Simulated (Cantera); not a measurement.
A perfectly stirred reactor is fed with C2H4 : O2 : N2 : H2O = 1 : 2.73 : 10.3 : 0.48 (molar parts), equivalence ratio 1.1, at 743 Torr; it is adiabatic with a 425 K inlet, and is followed from long to short residence time, starting on the burning branch (τ in s: 0.3, 0.12, 0.046, 0.018, 0.0071, 0.0028, 0.0011, 0.00043, 0.00017, 6.6e-05, 2.6e-05).

Computed with Cantera and GRI-Mech 3.0 (53 species, 325 reactions). GRI-Mech 3.0 was tuned for natural gas; its chemistry of ethylene as a main component is partial and can be far from experiment.

Problem. Predict: blow-out, bracketed by the residence times tried; x(C2H4) at τ = 0.300 s; x(O2) at τ = 0.300 s; x(H2O) at τ = 0.300 s; x(CO2) at τ = 0.300 s; x(CH2CO) at τ = 0.300 s; x(C2H4) at τ = 2.80 ms; x(O2) at τ = 2.80 ms; x(H2O) at τ = 2.80 ms; x(CO2) at τ = 2.80 ms; x(CH2CO) at τ = 2.80 ms.

Solution. 
```json
{
  "blow_out_bracketed_by_the_residence_times_tried": "burning at 66.0 µs, out at 26.0 µs",
  "x(C2H4) at τ = 0.300 s": "3.08e-7",
  "x(O2) at τ = 0.300 s": "0.00331",
  "x(H2O) at τ = 0.300 s": "0.153",
  "x(CO2) at τ = 0.300 s": "0.0973",
  "x(CH2CO) at τ = 0.300 s": "6.06e-8",
  "x(C2H4) at τ = 2.80 ms": "1.60e-5",
  "x(O2) at τ = 2.80 ms": "0.0104",
  "x(H2O) at τ = 2.80 ms": "0.143",
  "x(CO2) at τ = 2.80 ms": "0.0861",
  "x(CH2CO) at τ = 2.80 ms": "4.52e-6"
}
```
